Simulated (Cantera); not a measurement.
An adiabatic, constant-volume homogeneous reactor starts with CH₄ : O₂ : N₂ = 1 : 1.33 : 8 (molar parts), equivalence ratio 1.5, at 1575 K and 1.18 atm.

Computed with Cantera and GRI-Mech 3.0 (53 species, 325 reactions).

Predict: time of steepest temperature rise; temperature at 0.500 s; equilibrium temperature; x(O₂) at 0.500 s; x(CO₂) at 0.500 s; x(HCO) at 0.500 s; x(N₂O) at 0.500 s; x(H) at 0.500 s.


```json
{
 "time_of_steepest_temperature_rise": "0.801 ms",
 "temperature at 0.500 s": "2757 K",
 "equilibrium_temperature": "2757 K",
 "x(O₂) at 0.500 s": "0.000711 (gas-phase equilibrium 0.000711)",
 "x(CO₂) at 0.500 s": "0.0216 (gas-phase equilibrium 0.0216)",
 "x(HCO) at 0.500 s": "1.70e-7 (gas-phase equilibrium 1.70e-7)",
 "x(N₂O) at 0.500 s": "1.55e-7 (gas-phase equilibrium 1.55e-7)",
 "x(H) at 0.500 s": "0.0109 (gas-phase equilibrium 0.0109)"
}
```
